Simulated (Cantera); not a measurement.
Input: 1 mol Si₃N₄, 6.5 mol H₂O, 1.1 mol H₂, 3.2 mol HF, at 1450 °C and 2800 Pa.

Equilibrium computed with Cantera from the NASA thermochemical tables; the gas is ideal and each condensed phase is pure. Candidate condensed phases: H₂O, Si, SiO₂, Si₂N₂O, Si₃N₄; 58 gas species. The tables' values for SiF₃ are old estimates; treat these amounts as uncertain. The tables hold silica as quartz up to 1696 K and as liquid above; real silica turns to tridymite and cristobalite and melts near 1996 K. The numbers say what is thermodynamically allowed, not how fast it happens.

Base state: H₂ 0.554, HF 0.246, N₂ 0.156, H₂O 0.0416, SiF₄ 0.00108, H 0.000812, SiO 0.000217, SiF₃ 8.35e-5 (mole fractions); condensed: SiO₂(condensed).

Q: What changes in the equilibrium state with this change: temperature from 1450 °C to 975 °C?

A: 
```json
[
 {"species": "H₂", "before": "0.554", "after": "0.559"},
 {"species": "HF", "before": "0.246", "after": "0.221"},
 {"species": "N₂", "before": "0.156", "after": "0.157"},
 {"species": "H₂O", "before": "0.0416", "after": "0.0547"},
 {"species": "SiF₄", "before": "0.00108", "after": "0.00766"},
 {"species": "SiO", "before": "0.000217", "after": "<1e-9"},
 {"species": "H", "before": "0.000812", "after": "2.09e-6"},
 {"species": "SiF₃", "before": "8.35e-5", "after": "8.68e-7"},
 {"species": "SiO₂(condensed), mol", "before": "2.98", "after": "0"},
 {"species": "SiO₂(β-quartz), mol", "before": "0", "after": "2.90"}
]
```
